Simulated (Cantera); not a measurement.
An adiabatic, constant-pressure homogeneous reactor starts with 15.3 % H2, 17.8 % O2, 66.9 % N2, equivalence ratio 0.43, at 1523 K and 101000 Pa.

Cantera simulation using GRI-Mech 3.0 (53 species, 325 reactions); the numbers are that mechanism's predictions, not measurements.

Task: Predict: time of steepest temperature rise; temperature at 0.300 s; equilibrium temperature; x(H2) at 0.300 s; x(O2) at 0.300 s; x(H2O) at 0.300 s; x(N2O) at 0.300 s; x(O) at 0.300 s; x(NO) at 0.300 s.

Result: 
| Item | Value |
|---|---|
| time of steepest temperature rise | 13.6 µs |
| temperature at 0.300 s | 2458 K |
| equilibrium temperature | 2458 K |
| x(H2) at 0.300 s | 0.00240 (gas-phase equilibrium 0.00240) |
| x(O2) at 0.300 s | 0.0981 (gas-phase equilibrium 0.0981) |
| x(H2O) at 0.300 s | 0.155 (gas-phase equilibrium 0.155) |
| x(N2O) at 0.300 s | 7.39e-7 (gas-phase equilibrium 7.39e-7) |
| x(O) at 0.300 s | 0.00368 (gas-phase equilibrium 0.00368) |
| x(NO) at 0.300 s | 0.0139 (gas-phase equilibrium 0.0139) |
